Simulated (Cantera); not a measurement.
An isothermal, constant-pressure homogeneous reactor starts with 3.66 % H2, 96.3 % O2, equivalence ratio 0.019, at 1423 K and 0.00247 atm.

Cantera simulation using GRI-Mech 3.0 (53 species, 325 reactions); the numbers are that mechanism's predictions, not measurements. Radical loss at walls, strong at low pressure, is not modelled. The temperature is held fixed by assumption; the heat of reaction is taken as removed at once.

Problem. Predict: x(H2) at 10.0 s; x(O2) at 10.0 s; x(H2O) at 10.0 s; x(H2O2) at 10.0 s; x(OH) at 10.0 s.

Solution. 
```json
{
 "x(H2) at 10.0 s": "7.47e-5 (gas-phase equilibrium 4.88e-7)",
 "x(O2) at 10.0 s": "0.958 (gas-phase equilibrium 0.963)",
 "x(H2O) at 10.0 s": "0.0361 (gas-phase equilibrium 0.0372)",
 "x(H2O2) at 10.0 s": "3.50e-9 (gas-phase equilibrium 2.37e-10)",
 "x(OH) at 10.0 s": "0.00191 (gas-phase equilibrium 0.000155)"
}
```
